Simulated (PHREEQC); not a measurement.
1 kg of water holding 0.0096 mol NaCl, 0.51 mol Na2SO4, 0.035 mol NaOH and 0.0066 mol Na2CO3 is evaporated at 25 °C; the solids stay in contact with the brine. No CO2 enters from the air. Only these solids could form: Burkeite, Halite, Mirabilite, Nahcolite, Natron, Thenardite, Trona.

The series has 28 steps of water left (kg), from 1 to 0.005013.

Computed with PHREEQC (Pitzer model, pitzer.dat).

**Question.** Which solids form, in which order, and at which step of the series does each first stand?

**Answer.** Mirabilite from water left = 0.2449 kg (pH 12.93), last present at water left = 0.01662 kg; Thenardite from water left = 0.01662 kg (pH 14.37); Burkeite from water left = 0.01099 kg (pH 14.67).
